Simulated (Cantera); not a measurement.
Input: 1 mol C2H2, 1.7 mol H2, at 775 °C and 7.20 mbar.

Equilibrium computed with Cantera from the NASA thermochemical tables; the gas is ideal and each condensed phase is pure. Candidate condensed phases: C, C6H6, C7H8, C8H18; 76 gas species. The numbers say what is thermodynamically allowed, not how fast it happens.

Base state: H2 1.000, CH4 0.000420 (mole fractions); condensed: C(graphite).

Problem. What changes in the equilibrium state with this change: temperature from 775 °C to 450 °C?

Solution. 
```csv
species,before,after
H2,1.000,0.964
CH4,0.000420,0.0357
"C(graphite), mol",2.00,1.91
```
